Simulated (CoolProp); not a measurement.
Values from CoolProp's reference Helmholtz-energy equation of state, Span 2000.

Question: Give the vapour pressure (MPa), vapour density (kg/m³), surface tension (mN/m), liquid conductivity (mW/(m K)) of saturated nitrogen at -194.05, -184.45, -171.65 °C.

Answer: 
```tsv
T (°C)	p (MPa)	vapour density (kg/m³)	surface tension (mN/m)	liquid conductivity (mW/(m K))
-194.05	0.124	5.55	8.49	141
-184.45	0.322	13.5	6.39	122
-171.65	0.862	35.5	3.80	97.2
```

Thermal conductivity comes from a separate model (Lemmon 2004). Surface tension comes from a separate correlation (Mulero 2012).
